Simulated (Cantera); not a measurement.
Mixture: 7.05 % CH4, 19.6 % O2, 73.3 % N2, at 0.510 bar, adiabatic and at constant pressure. Ignition delay is the time to a rise of 400 K.

Computed with Cantera and GRI-Mech 3.0 (53 species, 325 reactions).

Task: Predict: delay at 1300 K; delay at 1450 K; delay at 1600 K; delay at 1750 K; delay at 1900 K; apparent activation energy between 1825 and 1975 K.

Result: 
```
Property                                                 Value
--------------------------------------------------  ----------
delay at 1300 K                                        16.5 ms
delay at 1450 K                                        2.86 ms
delay at 1600 K                                       0.758 ms
delay at 1750 K                                       0.272 ms
delay at 1900 K                                       0.118 ms
apparent activation energy between 1825 and 1975 K  150 kJ/mol
```
